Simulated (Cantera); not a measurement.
Charge: 1 mol C2H6, 0.071 mol H2O, held at 1123 K and 1300000 Pa.

Method: chemical equilibrium by Gibbs-energy minimisation in Cantera with the NASA 1993 tables (ideal gas, pure condensed phases). Candidate condensed phases: C, C6H6, C7H8, C8H18, H2O; 110 gas species. Equilibrium is a limit: real reactors are often held back by kinetics, nucleation or transport.

Base state: H2 0.755, CH4 0.217, CO 0.0166, H2O 0.0107, CO2 0.000216, C2H6 2.91e-5 (mole fractions); condensed: C(graphite).

Problem. What changes in the equilibrium state with this change: H2O from 0.071 to 3.1 mol?

Solution. 
```
species             before    after
----------------  --------  -------
H2                   0.755    0.559
CO                  0.0166    0.171
H2O                 0.0107    0.165
CH4                  0.217   0.0592
CO2               0.000216   0.0461
C2H6               2.91e-5  2.91e-6
C(graphite), mol      1.40        0
```
